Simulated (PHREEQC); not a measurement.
1 kg of water holding 0.06 mol/kgw K2SO4 and 0.12 mol/kgw MgSO4 is evaporated at 30 °C; the solids stay in contact with the brine. The system is closed to CO2. The run lets Arcanite, Brucite, Epsomite, Hexahydrite, Kieserite, Leonite, Misenite, Schoenite precipitate or redissolve, and no other solid.

The series has 22 steps of water left (kg), from 1 to 0.003761.

Equilibrium calculation in PHREEQC: Pitzer model, pitzer.dat.

Task: Which solids form, in which order, and at which step of the series does each first stand?

Result: Schoenite from water left = 0.07775 kg; Epsomite from water left = 0.01698 kg.

Species that the database lacks are ignored.
